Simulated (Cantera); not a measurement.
Input: 1 mol AlBr3, 88 mol NH3, 2.2 mol N2, held at 2100 K and 0.690 bar.

Equilibrium computed with Cantera from the NASA thermochemical tables; the gas is ideal and each condensed phase is pure. Equilibrium is a limit: real reactors are often held back by kinetics, nucleation or transport.

```csv
species,before,after
H2,0.724,0.726
N2,0.256,0.256
HBr,0.0102,0.0105
H,0.00319,0.00140
Br,0.000893,0.000521
AlBr,0.00544,0.00548
AlBr3,9.91e-6,3.56e-5
Al,7.35e-5,2.63e-5
AlH,1.18e-5,5.50e-6
```
Gas species are given as mole fractions.

**Question.** Which change was made?
A) temperature from 2100 K to 1875 K
B) temperature from 2100 K to 1975 K
C) temperature from 2100 K to 848.15 K
D) temperature from 2100 K to 1448.15 K

**Answer.** B, temperature from 2100 K to 1975 K
